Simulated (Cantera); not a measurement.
## Thermodynamics of halide evaporation, hydrolysis and transport, feed CuF₂ + H₂O + H₂

Charge: 1 mol CuF₂, 1.5 mol H₂O, 4.1 mol H₂, held at 1575 K.

Cantera equilibrium calculation (NASA polynomials, part measured and part estimated; ideal gas, pure solids and liquids). Candidate condensed phases: Cu, CuF₂, CuO, Cu(OH)₂, Cu₂O, H₂O; 27 gas species. Kinetics and transport are ignored.

From 0.100 Pa to 10.0 Pa nothing is condensed. From 46.0 Pa to 1.00 bar the condensed part is Cu(l). The main Cu-bearing gas is Cu throughout.

```csv
P (Pa),x H₂,x HF,x H₂O,x Cu,x H,n Cu(l)
0.100,0.390,0.260,0.194,0.130,0.0259,0
0.460,0.399,0.261,0.196,0.131,0.0122,0
2.20,0.404,0.262,0.197,0.131,0.00563,0
10,0.406,0.262,0.197,0.131,0.00265,0
46,0.441,0.284,0.214,0.0594,0.00129,0.578
220,0.463,0.299,0.224,0.0124,0.000603,0.915
1000,0.468,0.302,0.227,0.00273,0.000284,0.981
4600,0.469,0.303,0.227,0.000594,0.000133,0.996
22000,0.470,0.303,0.227,0.000124,6.07e-5,0.999
100000,0.470,0.303,0.227,2.73e-5,2.85e-5,1.000
```
x: gas mole fraction; n: condensed amount in mol.
